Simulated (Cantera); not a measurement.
Input (Python, Cantera):

```python
import numpy as np
import cantera as ct

gas = ct.Solution("gri30.yaml")
gas.TPX = 800, 1000000, {'CH4': 1, 'C2H6': 0.076, 'C3H8': 0.15, 'O2': 4.59, 'N2': 17.3}
inlet = ct.Reservoir(gas, clone=True)
gas.equilibrate("HP")  # start burning
reactor = ct.IdealGasConstPressureReactor(gas, energy="on", clone=False)
exhaust = ct.Reservoir(gas, clone=True)
tau = [0.044, 0.015, 0.0048, 0.0016, 0.00053, 0.00018, 5.8e-05, 1.9e-05, 6.4e-06][0]
for a, b in ((inlet, reactor), (reactor, exhaust)):
    ct.MassFlowController(a, b, mdot=lambda t: reactor.mass / tau)
net = ct.ReactorNet([reactor])
show = ['CH4', 'C2H6', 'C3H8', 'H2O2', 'HO2', 'HCN', 'C2H4']

rows = []
print(f"{'tau/s':>10s}{'T/K':>9s}" + "".join(f"{s:>11s}" for s in show))
for tau in [0.044, 0.015, 0.0048, 0.0016, 0.00053, 0.00018, 5.8e-05, 1.9e-05, 6.4e-06]:
    net.initial_time = 0.0
    net.advance(30 * tau)
    before = gas.X
    net.advance(40 * tau)
    drift = np.max(np.abs(gas.X - before) / (gas.X + 1e-9))
    rows.append([gas.T, *gas[show].X, drift])
    print(f"{tau:10.3e}{gas.T:9.1f}" + "".join(f"{x:11.3e}" for x in gas[show].X))
```

Result:

```
     tau/s      T/K        CH4       C2H6       C3H8       H2O2        HO2        HCN       C2H4
 4.400e-02   2166.0  8.635e-07  1.012e-08  2.121e-08  3.058e-07  4.398e-06  5.875e-08  1.336e-07
 1.500e-02   2166.9  2.430e-06  2.896e-08  6.076e-08  3.140e-07  4.577e-06  7.306e-08  3.776e-07
 4.800e-03   2165.1  6.953e-06  8.656e-08  1.816e-07  3.328e-07  5.011e-06  8.527e-08  1.094e-06
 1.600e-03   2158.9  1.754e-05  2.377e-07  4.972e-07  3.789e-07  6.155e-06  1.019e-07  2.812e-06
 5.300e-04   2144.7  4.044e-05  6.167e-07  1.274e-06  4.828e-07  9.148e-06  1.326e-07  6.511e-06
 1.800e-04   2117.5  8.831e-05  1.504e-06  3.025e-06  6.723e-07  1.608e-05  1.856e-07  1.356e-05
 5.800e-05   2064.3  2.129e-04  3.942e-06  7.554e-06  1.008e-06  3.310e-05  2.874e-07  2.869e-05
 1.900e-05   1957.7  6.817e-04  1.326e-05  2.364e-05  1.651e-06  8.096e-05  4.890e-07  7.799e-05
 6.400e-06    800.0  4.326e-02  3.288e-03  6.489e-03  3.226e-16  7.099e-13 -6.626e-21  1.062e-13
```

Computed with Cantera and GRI-Mech 3.0 (53 species, 325 reactions). GRI-Mech 3.0 was tuned for natural gas; its chemistry of propane as a main component is partial and can be far from experiment.
